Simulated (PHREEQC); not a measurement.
Consider water at 45 °C with 0.15 mol NaHSO4, 0.051 mol NaOH and 0.00026 mol LiCl per kg of water. Closed to the air; pH follows from the charge balance.

Equilibrium calculation in PHREEQC: ion-association model, phreeqc.dat.

Precipitation was switched off in this run.

Question: Order these S species by the share of S that they hold, largest first: NaSO4-, SO4-2, HSO4-.

Answer: HSO4- (48 %), SO4-2 (42 %), NaSO4- (11 %)

The pH is 1.67 and the ionic strength 0.275 mol/kgw. Species that the database lacks are ignored. At this temperature some constants are extrapolated from 25 °C, and those without enthalpy data are left unchanged.
